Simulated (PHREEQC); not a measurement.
PHREEQC input (ion-association model, phreeqc.dat):

```
SOLUTION 1
  temp 25
  units mol/kgw
  pH 7 charge
  Cl 0.039
  K 0.039
END
SELECTED_OUTPUT 1
  -reset false
  -pH true
  -pe true
  -ionic_strength true
  -water true
  -totals Cl K Hdg Ntg
  -molalities H+ K+ Cl- OH-
  -saturation_indices Sylvite
USER_PUNCH 1
  -headings p_Hdg(g) phi_Hdg(g) p_Ntg(g) phi_Ntg(g) p_H2O(g) phi_H2O(g) density
  10 PUNCH PR_P("Hdg(g)"), PR_PHI("Hdg(g)"), PR_P("Ntg(g)"), PR_PHI("Ntg(g)"), PR_P("H2O(g)"), PR_PHI("H2O(g)"), RHO
PRINT
  -reset false
USE solution 1
REACTION_TEMPERATURE 1
  10
GAS_PHASE 1
  -fixed_pressure
  -pressure 200
  -temperature 10
  -volume 20
  Hdg(g) 136
  Ntg(g) 64
  H2O(g) 0
END
# ... the last block is repeated for the other 8 points of T (°C)
```

Selected output (columns that matter, 9 of 9 rows; T (°C) added in front):

```
T (°C)	pH	mu	Cl	K	Hdg	Ntg	si_Sylvite	p_Hdg(g)	phi_Hdg(g)	p_Ntg(g)	phi_Ntg(g)	p_H2O(g)	phi_H2O(g)	density
10	7.2185	0.039016	0.039016	0.039016	0.10007	0.040985	-3.835	135.98	1.0759	63.996	0.97496	0.027539	0.51794	1.0083
20	7.0362	0.039027	0.039027	0.039027	0.093407	0.035291	-3.8862	135.96	1.075	63.992	0.98774	0.04903	0.54783	1.0065
30	6.8712	0.039045	0.039044	0.039044	0.089021	0.031321	-3.9355	135.93	1.0741	63.983	0.99901	0.083897	0.57586	1.0038
40	6.7218	0.039071	0.039071	0.039071	0.086381	0.028555	-3.9826	135.89	1.0731	63.967	1.009	0.13849	0.60201	1.0003
50	6.5863	0.03911	0.03911	0.03911	0.085138	0.026664	-4.0274	135.84	1.0722	63.942	1.0177	0.22125	0.62629	0.99608
60	6.4632	0.039166	0.039166	0.039166	0.085061	0.025437	-4.0701	135.75	1.0712	63.905	1.0255	0.34309	0.64869	0.9913
70	6.3513	0.039244	0.039243	0.039243	0.085995	0.024733	-4.1105	135.63	1.0702	63.85	1.0324	0.51778	0.66919	0.98599
80	6.2497	0.03935	0.039349	0.039349	0.087838	0.024463	-4.1489	135.46	1.0692	63.774	1.0385	0.76224	0.6878	0.98017
90	6.1574	0.039492	0.039491	0.039491	0.090527	0.024566	-4.185	135.23	1.0682	63.668	1.044	1.0969	0.70448	0.97389
```

At this temperature some constants are extrapolated from 25 °C, and those without enthalpy data are left unchanged.
